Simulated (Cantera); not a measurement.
A freely propagating, adiabatic, planar premixed flame of H2 : O2 : N2 = 1 : 0.192 : 0.846 (molar parts), equivalence ratio 2.6, unburnt at 600 K and 13300 Pa; mixture-averaged transport, grid criteria slope 0.08 and curve 0.16, no radiation.

Computed with Cantera and the H2/O2 subset of GRI-Mech 3.0, which has no nitrogen chemistry. Burning velocities carry a grid error of a few per cent, more on coarse grids.

x: mole fraction of selected species; z is measured from the peak of heat release.

```json
[
 {"z (mm)": "-19.9", "T (K)": "600", "u (m/s)": "5.94", "x H2": "0.491", "x O2": "0.0942", "x OH": "<1e-8", "x H": "<1e-8", "x H2O2": "<1e-8", "x HO2": "<1e-8"},
 {"z (mm)": "-13.3", "T (K)": "600", "u (m/s)": "5.94", "x H2": "0.491", "x O2": "0.0942", "x OH": "<1e-8", "x H": "<1e-8", "x H2O2": "<1e-8", "x HO2": "<1e-8"},
 {"z (mm)": "-9.97", "T (K)": "600", "u (m/s)": "5.94", "x H2": "0.491", "x O2": "0.0942", "x OH": "<1e-8", "x H": "<1e-8", "x H2O2": "<1e-8", "x HO2": "1.25e-8"},
 {"z (mm)": "-6.65", "T (K)": "600", "u (m/s)": "5.94", "x H2": "0.491", "x O2": "0.0942", "x OH": "<1e-8", "x H": "1.12e-6", "x H2O2": "<1e-8", "x HO2": "1.37e-6"},
 {"z (mm)": "-3.32", "T (K)": "616", "u (m/s)": "6.09", "x H2": "0.488", "x O2": "0.0939", "x OH": "2.55e-5", "x H": "0.000789", "x H2O2": "[?]", "x HO2": "3.39e-5"},
 {"z (mm)": "-1.66", "T (K)": "740", "u (m/s)": "7.23", "x H2": "0.464", "x O2": "0.0896", "x OH": "0.000163", "x H": "0.0120", "x H2O2": "[?]", "x HO2": "2.22e-5"},
 {"z (mm)": "0", "T (K)": "1060", "u (m/s)": "10.1", "x H2": "0.347", "x O2": "0.0497", "x OH": "0.00107", "x H": "0.0733", "x H2O2": "[?]", "x HO2": "8.59e-6"},
 {"z (mm)": "1.66", "T (K)": "1267", "u (m/s)": "12.0", "x H2": "0.265", "x O2": "0.00445", "x OH": "0.00120", "x H": "0.110", "x H2O2": "[?]", "x HO2": "7.53e-7"},
 {"z (mm)": "3.32", "T (K)": "1343", "u (m/s)": "12.7", "x H2": "0.263", "x O2": "0.000400", "x OH": "0.00125", "x H": "0.105", "x H2O2": "3.15e-8", "x HO2": "6.29e-8"},
 {"z (mm)": "6.65", "T (K)": "1430", "u (m/s)": "13.5", "x H2": "0.271", "x O2": "0.000162", "x OH": "0.00150", "x H": "0.0936", "x H2O2": "3.40e-8", "x HO2": "2.35e-8"},
 {"z (mm)": "13.3", "T (K)": "1532", "u (m/s)": "14.3", "x H2": "0.281", "x O2": "0.000137", "x OH": "0.00175", "x H": "0.0789", "x H2O2": "3.20e-8", "x HO2": "1.84e-8"},
 {"z (mm)": "26.6", "T (K)": "1639", "u (m/s)": "15.2", "x H2": "0.291", "x O2": "0.000104", "x OH": "0.00188", "x H": "0.0631", "x H2O2": "[?]", "x HO2": "1.35e-8"},
 {"z (mm)": "53.2", "T (K)": "1741", "u (m/s)": "16.0", "x H2": "0.302", "x O2": "6.77e-5", "x OH": "0.00182", "x H": "0.0476", "x H2O2": "[?]", "x HO2": "<1e-8"}
]
```

Some entries are withheld; supply them.


- -3.32, x H2O2: 3.81e-7
- -1.66, x H2O2: 1.98e-7
- 0, x H2O2: 1.06e-7
- 1.66, x H2O2: 4.01e-8
- 26.6, x H2O2: 2.42e-8
- 53.2, x H2O2: 1.49e-8
